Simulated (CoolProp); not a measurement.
Model: reference Helmholtz-energy equation of state, Lemmon 2005, in CoolProp. It is a short technical equation, of lower accuracy than the large ones.

**Question.** For isobutene, give the phase and the cp (kJ/(kg K)), cv (kJ/(kg K)), isothermal compressibility (1/MPa), expansivity (1/kK) at 428 K and 4.95 MPa; 428 K and 14.1 MPa; 428 K and 23.8 MPa.

**Answer.** 
- 428 K and 4.95 MPa: supercritical; cp 8.02, cv 2.22, isothermal compressibility 0.462, expansivity 43.1
- 428 K and 14.1 MPa: supercritical; cp 2.94, cv 2.07, isothermal compressibility 0.0126, expansivity 3.39
- 428 K and 23.8 MPa: supercritical; cp 2.75, cv 2.07, isothermal compressibility 0.00640, expansivity 2.24
